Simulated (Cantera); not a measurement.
A Cantera script and what it prints.

```python
import numpy as np
import cantera as ct

gas_names = """
    B BH BH2 BH3 BN B2 H H2 N NH NH2 NH3 N2 N2H2 N2H4
""".split()
cond_names = """
    B(b) B(L) BN(s)
""".split()


# ... load() reads the species with a 1 bar reference pressure and builds the phases ...
atoms = {
    'borazine': {'B': 3, 'N': 3, 'H': 6},
    'H2': {'H': 2},
}
top_T = {'BN(s)': 3200}  # K; cautious upper limits of use, not melting points


# ... equilibrate(T, P, feed) seeds the gas with the atoms and calls Mixture.equilibrate('TP', solver="vcs", rtol=1e-11, max_steps=5000) ...
results = []
feed = {'borazine': 1, 'H2': 5.6}  # mol
T = 850  # K
P = 100000  # Pa
mix = equilibrate(T, P, feed)
results.append((T, P, feed, dict(zip(mix.species_names, mix.species_moles))))
x = sorted(zip(gas.X, gas.species_names), reverse=True)
print(f"T = {T:g} K  P = {P:g} Pa  gas = {mix.phase_moles(0):.4g} mol")
print("   x: " + "  ".join(f"{s} {v:.3e}" for v, s in x if v > 1e-06))
print("   condensed (mol): " + ("  ".join(f"{mix.phase(i).name} {mix.phase_moles(i):.4g}"
      for i in range(1, mix.n_phases) if mix.phase_moles(i) > 1e-12) or "none"))
```

Result:

```
T = 850 K  P = 100000 Pa  gas = 8.6 mol
   x: H2 1.000e+00
   condensed (mol): BN(s) 3
```

Cantera equilibrium calculation (NASA polynomials, part measured and part estimated; ideal gas, pure solids and liquids). The feed counts by its element totals alone.
